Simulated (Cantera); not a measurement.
Mixture: C3H8 : O2 : N2 = 1 : 5.43 : 35.9 (molar parts), equivalence ratio 0.92, at 2.40 bar, adiabatic and at constant pressure. Ignition delay is the time to a rise of 400 K.

Cantera simulation using GRI-Mech 3.0 (53 species, 325 reactions); the numbers are that mechanism's predictions, not measurements. GRI-Mech 3.0 was tuned for natural gas; its chemistry of propane as a main component is partial and can be far from experiment.

Q: Predict: delay at 1300 K; delay at 1400 K; delay at 1500 K; delay at 1600 K; apparent activation energy between 1550 and 1650 K.

A: 
```json
{
  "delay at 1300 K": "0.900 ms",
  "delay at 1400 K": "0.202 ms",
  "delay at 1500 K": "63.6 µs",
  "delay at 1600 K": "26.7 µs",
  "apparent activation energy between 1550 and 1650 K": "160 kJ/mol"
}
```
